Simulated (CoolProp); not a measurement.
Properties of C2F6 (R116) along the isotherm 397.5 K (Tc = 293.0 K, pc = 30.48 bar, ω = 0.257).

The numbers come from the reference Helmholtz-energy equation of state, Lemmon 2006 in CoolProp. It is a short technical equation, of lower accuracy than the large ones.

```tsv
p (bar)	phase	Z	cp (kJ/(kg K))	cv (kJ/(kg K))	Joule-Thomson coefficient (K/MPa)	viscosity (µPa s)
1.69	gas	0.9939	0.9106	0.8481	…	…
3.39	gas	0.9878	0.9137	0.8488	3.877	18.6
5.08	gas	0.9817	0.9170	0.8496	3.895	18.7
6.77	gas	0.9757	0.9203	0.8504	3.913	18.9
8.47	gas	0.9696	0.9238	0.8512	3.930	19.0
10.2	gas	0.9634	…	0.8520	3.947	19.1
11.9	gas	0.9574	0.9312	0.8528	3.963	19.3
13.5	gas	0.9517	0.9349	0.8536	3.976	19.4
15.2	gas	0.9457	…	0.8544	3.990	19.6
```

### Question
What belongs in the gaps?

### Answer

- 1.69, Joule-Thomson coefficient (K/MPa): 3.858
- 1.69, viscosity (µPa s): 18.5
- 10.2, cp (kJ/(kg K)): 0.9275
- 15.2, cp (kJ/(kg K)): 0.9388

Viscosity comes from a separate model (Huber 2003), an estimate that may be off by 10 % or more.
